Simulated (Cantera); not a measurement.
A perfectly stirred reactor is fed with H2 : O2 : N2 = 1.7 : 1 : 8.6 (molar parts), equivalence ratio 0.85, at 0.590 bar; it is held at 1200 K, and followed from long to short residence time.

Model: the H2/O2 subset of GRI-Mech 3.0, which has no nitrogen chemistry, integrated in Cantera. The temperature is held fixed by assumption; the heat of reaction is taken as removed at once.

What does this change do: temperature 1200 to 1375 K?


```tsv
quantity	before	after
x(H2) at τ = 1.30 s	0.000196	0.000178
x(O2) at τ = 1.30 s	0.0144	0.0144
x(O) at τ = 1.30 s	1.31e-5	2.37e-5
x(H2O2) at τ = 1.30 s	4.09e-7	1.55e-7
x(OH) at τ = 1.30 s	0.000114	0.000267
x(H2) at τ = 46.0 ms	0.00164	0.00155
x(O2) at τ = 46.0 ms	0.0151	0.0149
x(O) at τ = 46.0 ms	0.000135	0.000226
x(H2O2) at τ = 46.0 ms	1.40e-6	6.29e-7
x(OH) at τ = 46.0 ms	0.000364	0.000812
```

What does this change do: pressure from 0.590 bar to 1.00 bar?


```tsv
quantity	before	after
x(H2) at τ = 1.30 s	0.000196	0.000157
x(O2) at τ = 1.30 s	0.0144	0.0144
x(O) at τ = 1.30 s	1.31e-5	5.15e-6
x(H2O2) at τ = 1.30 s	4.09e-7	3.14e-7
x(OH) at τ = 1.30 s	0.000114	6.48e-5
x(H2) at τ = 46.0 ms	0.00164	0.00127
x(O2) at τ = 46.0 ms	0.0151	0.0149
x(O) at τ = 46.0 ms	0.000135	6.12e-5
x(H2O2) at τ = 46.0 ms	1.40e-6	1.44e-6
x(OH) at τ = 46.0 ms	0.000364	0.000218
```
